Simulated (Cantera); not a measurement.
Input: 1 mol Ta2O5, 2100 mol H2, 3 mol H2O, at 1998 K.

These are equilibrium values from Cantera (NASA tables, ideal gas, pure condensed phases), not measurements of a reactor. Candidate condensed phases: H2O, Ta, Ta2O5; 12 gas species. Mutual solubility and eutectic melting of coexisting phases are not modelled. Condensed phases not in the tables: N, O or C dissolved in the metal. Rates play no part.

x: gas mole fraction; n: condensed amount in mol.

```
P (Pa)    x H2         x H    x H2O      x TaO2       x TaO        x OH         x O  n Ta(s)  n Ta2O5(s)
-------  -----  ----------  -------  ----------  ----------  ----------  ----------  -------  ----------
10       0.849       0.148  0.00185    0.000759    0.000121     3.20e-5     4.07e-6        0           0
100      0.948  (withheld)  0.00198    0.000794  (withheld)  (withheld)  (withheld)        0           0
1000     0.982      0.0159  0.00178    0.000102     1.94e-5     2.87e-6     3.40e-8    0.246       0.749
10000    0.993  (withheld)  0.00180  (withheld)  (withheld)  (withheld)  (withheld)    0.314       0.830
100000   0.997     0.00160  0.00181     1.02e-6     1.94e-7     2.89e-7    3.40e-10    0.322       0.838
1000000  0.998    0.000507  0.00181     1.02e-7     1.94e-8     9.15e-8    3.40e-11    0.324       0.838
```

What belongs in the gaps?


- 10000, x H: 0.00506
- 10000, x TaO2: 1.02e-5
- 10000, x TaO: 1.94e-6
- 10000, x OH: 9.13e-7
- 10000, x O: 3.40e-9
- 100, x H: 0.0494
- 100, x TaO: 0.000132
- 100, x OH: 1.02e-5
- 100, x O: 3.90e-7
